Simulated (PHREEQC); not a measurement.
Dissolve 0.015 mol/kgw KH2PO4, 9.7e-05 mol/kgw Na2SO4 and 0.027 mol/kgw NaCl at 25 °C. Closed to the air; pH follows from the charge balance.

All values are PHREEQC results (ion-association model, wateq4f.dat), not measurements.

Each row changes one thing in this solution. This is a speciation only: nothing precipitates in the calculation.

```tsv
case	pH	ionic strength (mol/kgw)	SI of Halite (NaCl)
as made	4.63	0.0424	-4.88
Na2SO4 replaced by Na2B4O7 at the same molality	5.12	0.0424	-4.88
0.0007 mol/kgw NaBr added	4.63	0.0431	-4.87
KH2PO4 left out	6.99	0.0273	-4.85
KH2PO4 replaced by KBr at the same molality	6.99	0.0423	-4.88
KH2PO4 from 0.015 to 0.075 mol/kgw	4.48	?	-4.94
0.0016 mol/kgw H3PO4 added	?	?	-4.88
temperature from 25 to 30 °C	4.63	0.0424	-4.89
temperature from 25 to 70 °C	4.64	0.0424	-4.98
```

Q: Complete the blanks.

A: 
- KH2PO4 from 0.015 to 0.075 mol/kgw, ionic strength (mol/kgw): 0.103
- 0.0016 mol/kgw H3PO4 added, pH: 3.28
- 0.0016 mol/kgw H3PO4 added, ionic strength (mol/kgw): 0.0429

H3PO4, which wateq4f.dat lacks, is added to it with the constant of phreeqc.dat. Constants without temperature data keep their 25 °C values here.
